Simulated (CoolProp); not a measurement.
Vapour pressure (bar) of R236EA: the reference equation beside estimates from Tc = 412.4 K, pc = 34.14 bar, ω = 0.368. Clausius-Clapeyron is anchored at 312.5 K with a constant enthalpy of vaporisation of 22.46 kJ/mol.

Model: reference Helmholtz-energy equation of state, Rui 2013, in CoolProp.

```json
[
 {"T (K)": "305.1", "reference": "2.607", "Lee-Kesler": "2.617", "Clausius-Clapeyron": "2.681", "van der Waals": "9.020", "Redlich-Kwong": "4.681", "Soave-Redlich-Kwong": "2.617", "Peng-Robinson": "2.599"},
 {"T (K)": "312.5", "reference": "3.307", "Lee-Kesler": "3.323", "Clausius-Clapeyron": "3.307", "van der Waals": "10.13", "Redlich-Kwong": "5.633", "Soave-Redlich-Kwong": "3.326", "Peng-Robinson": "3.296"},
 {"T (K)": "319.9", "reference": "4.142", "Lee-Kesler": "4.164", "Clausius-Clapeyron": "…", "van der Waals": "11.33", "Redlich-Kwong": "6.713", "Soave-Redlich-Kwong": "4.174", "Peng-Robinson": "4.129"},
 {"T (K)": "327.3", "reference": "5.128", "Lee-Kesler": "5.156", "Clausius-Clapeyron": "4.888", "van der Waals": "12.61", "Redlich-Kwong": "7.929", "Soave-Redlich-Kwong": "5.178", "Peng-Robinson": "5.115"},
 {"T (K)": "334.7", "reference": "6.284", "Lee-Kesler": "6.315", "Clausius-Clapeyron": "5.867", "van der Waals": "13.98", "Redlich-Kwong": "9.290", "Soave-Redlich-Kwong": "6.355", "Peng-Robinson": "6.273"},
 {"T (K)": "342.2", "reference": "7.646", "Lee-Kesler": "7.679", "Clausius-Clapeyron": "…", "van der Waals": "…", "Redlich-Kwong": "10.82", "Soave-Redlich-Kwong": "7.743", "Peng-Robinson": "7.640"},
 {"T (K)": "349.6", "reference": "9.197", "Lee-Kesler": "9.230", "Clausius-Clapeyron": "8.277", "van der Waals": "17.02", "Redlich-Kwong": "12.50", "Soave-Redlich-Kwong": "9.326", "Peng-Robinson": "9.200"},
 {"T (K)": "357", "reference": "10.97", "Lee-Kesler": "11.00", "Clausius-Clapeyron": "9.715", "van der Waals": "18.66", "Redlich-Kwong": "14.34", "Soave-Redlich-Kwong": "11.14", "Peng-Robinson": "…"},
 {"T (K)": "364.4", "reference": "13.00", "Lee-Kesler": "13.02", "Clausius-Clapeyron": "11.33", "van der Waals": "20.41", "Redlich-Kwong": "16.36", "Soave-Redlich-Kwong": "…", "Peng-Robinson": "13.03"},
 {"T (K)": "371.8", "reference": "15.30", "Lee-Kesler": "15.31", "Clausius-Clapeyron": "13.13", "van der Waals": "22.25", "Redlich-Kwong": "18.56", "Soave-Redlich-Kwong": "…", "Peng-Robinson": "15.35"},
 {"T (K)": "379.2", "reference": "17.89", "Lee-Kesler": "17.90", "Clausius-Clapeyron": "15.13", "van der Waals": "…", "Redlich-Kwong": "20.94", "Soave-Redlich-Kwong": "18.16", "Peng-Robinson": "17.97"},
 {"T (K)": "386.6", "reference": "20.81", "Lee-Kesler": "20.81", "Clausius-Clapeyron": "17.34", "van der Waals": "26.23", "Redlich-Kwong": "23.52", "Soave-Redlich-Kwong": "21.10", "Peng-Robinson": "20.92"},
 {"T (K)": "394", "reference": "24.09", "Lee-Kesler": "24.09", "Clausius-Clapeyron": "19.77", "van der Waals": "28.37", "Redlich-Kwong": "…", "Soave-Redlich-Kwong": "24.38", "Peng-Robinson": "24.21"},
 {"T (K)": "401.4", "reference": "27.77", "Lee-Kesler": "27.78", "Clausius-Clapeyron": "22.44", "van der Waals": "30.61", "Redlich-Kwong": "29.29", "Soave-Redlich-Kwong": "28.01", "Peng-Robinson": "27.89"}
]
```

Problem. Complete the blanks.

Solution. 
- 319.9, Clausius-Clapeyron: 4.039
- 342.2, Clausius-Clapeyron: 7.003
- 342.2, van der Waals: 15.46
- 357, Peng-Robinson: 10.99
- 364.4, Soave-Redlich-Kwong: 13.20
- 371.8, Soave-Redlich-Kwong: 15.53
- 379.2, van der Waals: 24.19
- 394, Redlich-Kwong: 26.31

Absolute difference from the reference over all 14 rows, mean and median: Lee-Kesler 0.3 and 0.3 %, Clausius-Clapeyron 10.2 and 10.7 %, van der Waals 95.9 and 77.6 %, Redlich-Kwong 36.7 and 33.3 %, Soave-Redlich-Kwong 1.1 and 1.2 %, Peng-Robinson 0.3 and 0.3 %.
